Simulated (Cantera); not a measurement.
Input (Python, Cantera) and output of one run.

```python
import numpy as np
import cantera as ct

gas_names = """
    AL ALH ALO ALOH ALO2 ALO2H AL2 AL2O AL2O2 H HALO HO2 H2 H2O H2O2 O OH O2 O3
""".split()
cond_names = """
    AL(cr) AL(L) AL2O3(a) AL2O3(L) H2O(s) H2O(L)
""".split()


def load(file, names, dense=False):
    # The tables refer to 1 bar. Condensed volumes are neglected.
    table = {s.name: s for s in ct.Species.list_from_file(file)}
    out = []
    for n in names:
        d = dict(table[n].input_data)
        d["thermo"] = dict(d["thermo"], **{"reference-pressure": 1e5})
        if dense:
            d["equation-of-state"] = {"model": "constant-volume", "density": "1e6 g/cm^3"}
        out.append(ct.Species.from_dict(d))
    return out


gas = ct.Solution(thermo="ideal-gas", species=load("nasa_gas.yaml", gas_names))
cond = {s.name: ct.Solution(thermo="fixed-stoichiometry", species=[s], name=s.name)
        for s in load("nasa_condensed.yaml", cond_names, dense=True)}
atoms = {
    'Al2O3': {'AL': 2, 'O': 3},
    'H2O': {'H': 2, 'O': 1},
    'H2': {'H': 2},
}
top_T = {}  # K; cautious upper limits of use, not melting points


def equilibrate(T, P, feed):
    n = {}
    for name, mol in feed.items():
        for a, k in atoms[name].items():
            n[a] = n.get(a, 0.0) + k * mol
    gas.TPX = T, P, n
    mass = sum(n.values()) * gas.mean_molecular_weight
    gas.equilibrate("TP")
    valid = [c for c in cond.values() if c.min_temp <= T <= top_T.get(c.name, c.max_temp)]
    mix = ct.Mixture([(gas, mass / gas.mean_molecular_weight)] + [(c, 0.0) for c in valid])
    mix.T, mix.P = T, P
    mix.equilibrate("TP", solver="vcs", rtol=1e-11, max_steps=5000)
    return mix


results = []
feed = {'Al2O3': 1, 'H2O': 0.05, 'H2': 1.1}  # mol
T = 1200  # K
P = 1000  # Pa
mix = equilibrate(T, P, feed)
results.append((T, P, feed, dict(zip(mix.species_names, mix.species_moles))))
x = sorted(zip(gas.X, gas.species_names), reverse=True)
print(f"T = {T:g} K  P = {P:g} Pa  gas = {mix.phase_moles(0):.4g} mol")
print("   x: " + "  ".join(f"{s} {v:.3e}" for v, s in x if v > 0.001))
print("   condensed (mol): " + ("  ".join(f"{mix.phase(i).name} {mix.phase_moles(i):.4g}"
      for i in range(1, mix.n_phases) if mix.phase_moles(i) > 1e-12) or "none"))
```

It prints:

```
T = 1200 K  P = 1000 Pa  gas = 1.15 mol
   x: H2 9.565e-01  H2O 4.348e-02
   condensed (mol): AL2O3(a) 1
```

These are equilibrium values from Cantera (NASA tables, ideal gas, pure condensed phases), not measurements of a reactor.
